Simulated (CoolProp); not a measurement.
Properties of R134a at several states.

The numbers come from the reference Helmholtz-energy equation of state, Tillner-Roth 1994 in CoolProp.

```json
[
 {"T (°C)": "-61.95", "p (MPa)": "22.4", "phase": "liquid", "density (kg/m³)": "1516", "cp (kJ/(kg K))": "1.196", "cv (kJ/(kg K))": "0.8176", "isothermal compressibility (1/MPa)": "0.0009480", "fugacity coefficient": "0.001472"},
 {"T (°C)": "-14.55", "p (MPa)": "0.0593", "phase": "gas", "density (kg/m³)": "2.873", "cp (kJ/(kg K))": "0.7820", "cv (kJ/(kg K))": "0.6906", "isothermal compressibility (1/MPa)": "17.22", "fugacity coefficient": "0.9800"},
 {"T (°C)": "87.75", "p (MPa)": "0.0252", "phase": "gas", "density (kg/m³)": "0.8590", "cp (kJ/(kg K))": "0.9430", "cv (kJ/(kg K))": "0.8605", "isothermal compressibility (1/MPa)": "39.78", "fugacity coefficient": "0.9975"}
]
```
